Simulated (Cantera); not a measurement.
Mixture: CH3OH : O2 : N2 = 1 : 0.75 : 2.55 (molar parts), at 0.365 atm, adiabatic and at constant volume. Ignition delay is the time to a rise of 400 K.

Computed with Cantera and GRI-Mech 3.0 (53 species, 325 reactions). GRI-Mech 3.0 was tuned for natural gas; its chemistry of methanol as a main component is partial and can be far from experiment.

Q: Predict: delay at 1200 K; delay at 1275 K; delay at 1350 K; delay at 1425 K; delay at 1500 K; delay at 1575 K; apparent activation energy between 1425 and 1575 K.

A: 
```json
{
  "delay at 1200 K": "19.3 ms",
  "delay at 1275 K": "6.00 ms",
  "delay at 1350 K": "2.15 ms",
  "delay at 1425 K": "0.877 ms",
  "delay at 1500 K": "0.398 ms",
  "delay at 1575 K": "0.199 ms",
  "apparent activation energy between 1425 and 1575 K": "180 kJ/mol"
}
```
